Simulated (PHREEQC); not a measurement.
A solution holds 0.029 mol AgF, 0.0043 mol NaCl and 0.00086 mol Cu(NO3)2 per kg of water, at 90 °C. Closed to the air; pH follows from the charge balance.

Equilibrium calculation in PHREEQC: ion-association model, wateq4f.dat.

The ionic strength comes out as 0.0306 mol/kgw. What activity coefficients do Cu+2, Cu2(OH)2+2, H+, HF2-, CuF+ get?

Cu+2 0.50, Cu2(OH)2+2 0.47, H+ 0.86, HF2- 0.82, CuF+ 0.83.

This is a speciation only: nothing precipitates in the calculation. Saturation is exceeded, for instance for Cerargyrite, Cu(OH)2; the values hold only as long as no solid forms. At this temperature some constants are extrapolated from 25 °C, and those without enthalpy data are left unchanged.
